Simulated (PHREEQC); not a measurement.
Model water analysis in mg/L, 50 °C, pH 6.43, pe 9.3: Na 0.000263; K 0.000751; Ca 0.0025; Mg 0.0104; Cl 0.0191; S(6) as SO4 0.0107; Alkalinity as HCO3 0.015; Sr 0.00218; F 3.78e-06; Ba 0.00177.

Valence states are taken as typed.

Equilibrium calculation in PHREEQC: ion-association model, wateq4f.dat.

Precipitation was switched off in this run.

### Question
What charge-balance error does the model give?

### Answer
charge-balance error 2.8 %.

### Question
In which forms is C present?

### Answer
HCO3- 58 %, CO2 42 % of the C.

Species that the database lacks are ignored. Constants without temperature data keep their 25 °C values here.
